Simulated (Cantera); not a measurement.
Feed: 1 mol SiH2Cl2, 0.0093 mol C3H8, a varied amount of H2, at 2500 K and 8.30 mbar.

Cantera equilibrium calculation (NASA polynomials, part measured and part estimated; ideal gas, pure solids and liquids). Candidate condensed phases: C, C6H6, C7H8, C8H18, Si, SiC; 109 gas species. Kinetics and transport are ignored.

Problem. At 240 mol H2, list the 6 most abundant gas species with their mole fractions, and the condensed phases.

Solution. H2 0.750, H 0.239, HCl 0.00590, Si 0.00352, Cl 0.00133, SiH 7.35e-5. Condensed: gas only.
